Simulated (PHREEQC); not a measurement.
Synthetic water in mg/kgw, 61 °C, pH 5.5, pe 12.7:

| constituent | mg/kgw |
|---|---|
| Na | 0.0721 |
| K | 0.254 |
| Ca | 0.263 |
| Mg | 0.0287 |
| Cl | 0.268 |
| S(6) as SO4 | 0.379 |
| Alkalinity as HCO3 | 0.592 |
| B | 0.000322 |
| Si as SiO2 | 0.0159 |
| O(0) (dissolved oxygen) | 0.00139 |
| N(5) as NO3 | 0.000346 |
| Sr | 0.019 |

Valence states are taken as typed.

The numbers come from PHREEQC with the ion-association model, phreeqc.dat.

No solid was allowed to form.

Question: Estimate the charge-balance error.

Answer: charge-balance error 0.7 %.

Question: In which forms is C present?

Answer: CO2 86 %, HCO3- 14 % of the C.

At this temperature some constants are extrapolated from 25 °C, and those without enthalpy data are left unchanged.
